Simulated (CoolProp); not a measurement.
c-C4F8 (RC318) at 436.22 K and 0.372 MPa flows at 0.27 m/s in a round tube of 20 mm bore and 0.25 µm roughness, fully developed (64/Re and Nu = 3.66 if laminar; Colebrook and Gnielinski if turbulent). Each further row changes one setting.

The numbers come from the reference Helmholtz-energy equation of state, Platzer 1990 in CoolProp. This equation is an older, rougher fit.

```
case               Reynolds number  Darcy friction factor  pressure drop (Pa/m)  heat-transfer coefficient (W/(m² K))  mass flow (kg/h)
-----------------  ---------------  ---------------------  --------------------  ------------------------------------  ----------------
as stated                      ___                    ___                  1.32                                   ___              6.46
velocity 0.54 m/s            13500                 0.0286                   ___                                   ___              12.9
diameter 40 mm               13500                 0.0286                 0.550                                   ___               ___
```

Problem. Fill in the missing entries.

Solution. 
- as stated, Reynolds number: 6760
- as stated, Darcy friction factor: 0.0344
- as stated, heat-transfer coefficient (W/(m² K)): 23.8
- velocity 0.54 m/s, pressure drop (Pa/m): 4.41
- velocity 0.54 m/s, heat-transfer coefficient (W/(m² K)): 42.4
- diameter 40 mm, heat-transfer coefficient (W/(m² K)): 21.2
- diameter 40 mm, mass flow (kg/h): 25.8

Viscosity comes from a separate model (Huber 2003), an estimate that may be off by 10 % or more. Thermal conductivity comes from a separate model (Huber 2003), an estimate that may be off by 10 % or more.
